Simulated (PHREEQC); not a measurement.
Consider water at 5.1 °C with 65 mmol/kgw HCl, 2.6 mmol/kgw Al2(SO4)3 and 1.6 mmol/kgw MgSO4. Closed to the air; pH follows from the charge balance.

Equilibrium calculation in PHREEQC: ion-association model, wateq4f.dat.

Each row changes one thing in this solution. No solid was allowed to form.

```csv
case,pH,ionic strength (mol/kgw),HSO4- (mol/kgw),Al+3 (mol/kgw),SO4-2 (mol/kgw),AlSO4+ (mol/kgw),SI of Epsomite (MgSO4:7H2O),SI of Gibbsite (Al(OH)3)
as made,1.30,0.0885,0.00448,0.00313,0.00269,0.00200,-3.88,-8.63
0.0036 mol/kgw Na2CO3 added,1.35,0.0885,0.00421,0.00305,0.00285,0.00206,-3.85,-8.48
HCl from 0.065 to 0.0065 mol/kgw,2.31,0.0268,0.000908,0.00156,0.00437,0.00340,-3.44,-5.68
0.014 mol/kgw Zn(NO3)2 added,1.30,0.129,0.00398,0.00346,0.00264,0.00168,-3.98,-8.65
HCl left out,4.41,0.0202,8.42e-6,0.00126,0.00490,0.00359,-3.36,+0.58
temperature from 5.1 to 5 °C,1.30,0.0885,0.00448,0.00313,0.00269,0.00200,-3.88,-8.64
HCl from 0.065 to 0.0975 mol/kgw,1.12,0.122,0.00535,0.00357,0.00231,0.00158,-4.02,-9.16
temperature from 5.1 to 70 °C,1.32,0.0872,0.00672,0.00366,0.00100,0.00148,-4.82,-5.18
Al2(SO4)3 from 0.0026 to 0.0039 mol/kgw,1.31,0.0960,0.00580,0.00420,0.00364,0.00344,-3.77,-8.48
```

Some of these states are supersaturated (in Gibbsite (slow to form), for instance). Away from 25 °C the constants follow the database's enthalpies or fits; those with neither stay at their 25 °C values.
